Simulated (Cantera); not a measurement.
# Hydrocarbon pyrolysis for carbon deposition

An isothermal, constant-pressure homogeneous reactor starts with CH4 : N2 = 1 : 10 (molar parts), at 1698 K and 1.00 bar.

Detailed kinetics in Cantera: GRI-Mech 3.0 (53 species, 325 reactions). GRI-Mech 3.0 stops at C3 and has no aromatics, soot or wall deposition, so with more carbon than oxygen in the feed, carbon stays in small species such as C2H2 where larger ones or solid carbon would form.

```csv
t (s),x CH4,x C2H,x HCN,x C2H6,x C2H2,x CH2,x H
1.00e-6,0.0909,<1e-12,<1e-12,5.54e-12,<1e-12,2.51e-12,2.94e-7
4.35e-6,0.0909,<1e-12,<1e-12,6.40e-10,<1e-12,5.23e-11,3.11e-7
1.89e-5,0.0909,<1e-12,<1e-12,5.57e-8,2.67e-11,7.62e-10,3.14e-7
8.23e-5,0.0907,<1e-12,1.30e-12,3.73e-6,1.20e-8,1.14e-8,3.76e-7
0.000358,0.0900,3.81e-11,4.63e-11,9.84e-5,4.20e-6,9.82e-8,1.04e-6
0.00156,0.0826,3.42e-9,3.00e-9,0.000432,0.000757,3.32e-7,6.42e-6
0.00678,0.0579,3.16e-8,4.42e-8,0.000148,0.0128,1.86e-7,1.91e-5
0.0295,0.0281,6.14e-8,1.88e-7,2.78e-5,0.0283,8.34e-8,3.37e-5
0.128,0.00838,8.35e-8,4.80e-7,2.48e-6,0.0376,2.76e-8,4.55e-5
0.558,0.00212,9.22e-8,8.35e-7,1.85e-7,0.0404,7.50e-9,5.02e-5
2.43,0.00114,9.38e-8,1.38e-6,7.05e-8,0.0409,4.09e-9,5.11e-5
10.6,0.00113,9.38e-8,3.53e-6,6.96e-8,0.0409,4.05e-9,5.11e-5
46.0,0.00113,9.38e-8,1.47e-5,6.96e-8,0.0409,4.05e-9,5.11e-5
200,0.00113,9.37e-8,7.81e-5,6.95e-8,0.0409,4.05e-9,5.11e-5
```
x: mole fraction; the columns are a selection and need not sum to one.

Equilibrium at this temperature and pressure: CH4 0.000629, C2H 2.84e-8, HCN 0.0577, C2H6 2.15e-8, C2H2 0.0124, CH2 2.24e-9, H 5.13e-5 (gas phase only).
